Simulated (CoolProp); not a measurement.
Model: reference Helmholtz-energy equation of state, Gao 2022, in CoolProp.

Give the vapour pressure (MPa), liquid density (kg/m³), vapour density (kg/m³), enthalpy of vaporisation (kJ/kg) of saturated n-perfluorohexane at 355.3 K.


```
T (K)  p (MPa)  liquid density (kg/m³)  vapour density (kg/m³)  enthalpy of vaporisation (kJ/kg)
-----  -------  ----------------------  ----------------------  --------------------------------
355.3    0.220                    1490                    28.3                              76.9
```
